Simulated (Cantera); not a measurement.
An adiabatic, constant-volume homogeneous reactor starts with CH4 : O2 : N2 = 1 : 2.08 : 7.83 (molar parts), at 1200 K and 4.93 atm.

Detailed kinetics in Cantera: GRI-Mech 3.0 (53 species, 325 reactions).

Predict: time of steepest temperature rise; temperature at 0.800 s; equilibrium temperature; x(O2) at 0.800 s; x(N2O) at 0.800 s; x(H2) at 0.800 s.


```json
{
 "time_of_steepest_temperature_rise": "9.37 ms",
 "temperature at 0.800 s": "2928 K",
 "equilibrium_temperature": "2928 K",
 "x(O2) at 0.800 s": "0.0178 (gas-phase equilibrium 0.0178)",
 "x(N2O) at 0.800 s": "2.23e-6 (gas-phase equilibrium 2.23e-6)",
 "x(H2) at 0.800 s": "0.0116 (gas-phase equilibrium 0.0116)"
}
```
